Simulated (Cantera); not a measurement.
**Thermodynamics of chlorosilane synthesis and conversion, feed Si + Cl₂ + H₂ + HCl**

Charge: 1 mol Si, 0.82 mol Cl₂, 1.2 mol H₂, a varied amount of HCl, held at 1023 K and 30000 Pa.

Cantera equilibrium calculation (NASA polynomials, part measured and part estimated; ideal gas, pure solids and liquids). Candidate condensed phases: Si; 19 gas species. The tables' values for SiCl₃ are old estimates; treat these amounts as uncertain. The numbers say what is thermodynamically allowed, not how fast it happens.

| n(HCl) (mol) | x H₂ | x HCl | x SiCl₄ | x SiHCl₃ | x SiCl₃ | x SiH₂Cl₂ | x SiCl₂ | n Si(s) |
|---|---|---|---|---|---|---|---|---|
| 0.54 | 0.693 | 0.0200 | 0.217 | 0.0636 | 0.00324 | 0.00207 | 0.00102 | 0.429 |
| 0.72 | 0.689 | 0.0200 | 0.220 | 0.0642 | 0.00328 | 0.00207 | 0.00103 | 0.381 |
| 0.95 | 0.685 | 0.0200 | 0.224 | 0.0649 | 0.00332 | 0.00208 | 0.00104 | 0.321 |
| 1.3 | 0.679 | 0.0200 | 0.229 | 0.0656 | 0.00338 | 0.00208 | 0.00105 | 0.230 |
| 1.7 | 0.673 | 0.0201 | 0.234 | 0.0664 | 0.00343 | 0.00209 | 0.00106 | 0.125 |
| 2.2 | 0.668 | 0.0218 | 0.241 | 0.0626 | 0.00325 | 0.00180 | 0.000924 | 0 |
| 2.9 | 0.598 | 0.147 | 0.246 | 0.00849 | 0.000465 | 3.24e-5 | 1.86e-5 | 0 |
| 3.8 | 0.491 | 0.302 | 0.204 | 0.00281 | 0.000170 | 4.29e-6 | 3.00e-6 | 0 |
| 5 | 0.394 | 0.440 | 0.165 | 0.00125 | 8.44e-5 | 1.05e-6 | 9.13e-7 | 0 |
x: gas mole fraction; n: condensed amount in mol.

From 0.54 mol HCl to 1.7 mol HCl the condensed part is Si(s). From 2.2 mol HCl to 5 mol HCl nothing is condensed. The main Si-bearing gas is SiCl₄ throughout.
